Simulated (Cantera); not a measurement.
What does this Cantera script print?

```python
import numpy as np
import cantera as ct

gas = ct.Solution("gri30.yaml")
gas.TPX = 1673, 101325, {'CH4': 1, 'O2': 6.45, 'N2': 24.3}
reactor = ct.IdealGasConstPressureReactor(gas, energy="on", clone=False)
net = ct.ReactorNet([reactor])
net.rtol, net.atol = 1e-08, 1e-16
show = ['CH4', 'O2', 'NO2', 'CO2', 'NO']
times = np.geomspace(9e-06, 6, 14)

steps = ct.SolutionArray(gas, extra=["t"])
rows = []
print(f"{'t/s':>10s}{'T/K':>9s}{'P/Pa':>11s}" + "".join(f"{s:>11s}" for s in show))
for t in times:
    while net.time < t:
        t_next = net.step()
        steps.append(gas.state, t=t_next)
    rows.append([np.interp(t, steps.t, y) for y in (steps.T, steps.P, *steps(*show).X.T)])
    print(f"{t:10.3e}{rows[-1][0]:9.1f}{rows[-1][1]:11.4g}" + "".join(f"{x:11.3e}" for x in rows[-1][2:]))
rate = np.gradient(steps.T, steps.t)
print("integrator steps:", len(steps.t))
if steps.T.max() > steps.T[0] + 200:
    print(f"time of steepest temperature rise: {steps.t[rate.argmax()]:.4e} s")
gas.TPX = 1673, 101325, {'CH4': 1, 'O2': 6.45, 'N2': 24.3}
gas.equilibrate("HP")
print(f"equilibrium (HP): T = {gas.T:.1f} K  " + "  ".join(f"{s} {gas[s].X[0]:.3e}" for s in show))
```

Result:

```
       t/s      T/K       P/Pa        CH4         O2        NO2        CO2         NO
 9.000e-06   1673.0  1.013e+05  3.149e-02  2.031e-01  1.167e-17  2.679e-10  1.572e-13
 2.525e-05   1672.9  1.013e+05  3.147e-02  2.031e-01  3.797e-16  4.924e-09  7.216e-13
 7.083e-05   1673.0  1.013e+05  3.133e-02  2.031e-01  1.705e-14  1.877e-07  5.119e-12
 1.987e-04   1705.2  1.013e+05  2.479e-02  1.973e-01  1.298e-11  1.535e-04  6.073e-10
 5.575e-04   2240.4  1.013e+05  1.614e-20  1.366e-01  5.993e-08  2.856e-02  8.533e-05
 1.564e-03   2296.3  1.013e+05  3.643e-21  1.381e-01  2.169e-07  3.040e-02  2.394e-04
 4.387e-03   2297.4  1.013e+05  3.296e-21  1.380e-01  5.144e-07  3.047e-02  5.638e-04
 1.231e-02   2295.7  1.013e+05  3.217e-21  1.375e-01  1.310e-06  3.048e-02  1.435e-03
 3.453e-02   2291.5  1.013e+05  3.029e-21  1.365e-01  3.289e-06  3.050e-02  3.595e-03
 9.687e-02   2283.6  1.013e+05  2.697e-21  1.345e-01  7.015e-06  3.054e-02  7.648e-03
 2.718e-01   2276.8  1.013e+05  2.435e-21  1.329e-01  1.023e-05  3.057e-02  1.112e-02
 7.624e-01   2275.7  1.013e+05  2.397e-21  1.326e-01  1.072e-05  3.058e-02  1.166e-02
 2.139e+00   2275.7  1.013e+05  2.397e-21  1.326e-01  1.073e-05  3.058e-02  1.166e-02
 6.000e+00   2275.7  1.013e+05  2.397e-21  1.326e-01  1.073e-05  3.058e-02  1.166e-02
integrator steps: 1692
time of steepest temperature rise: 2.3106e-04 s
equilibrium (HP): T = 2275.7 K  CH4 3.746e-21  O2 1.326e-01  NO2 1.073e-05  CO2 3.058e-02  NO 1.166e-02
```

Cantera simulation using GRI-Mech 3.0 (53 species, 325 reactions); the numbers are that mechanism's predictions, not measurements.
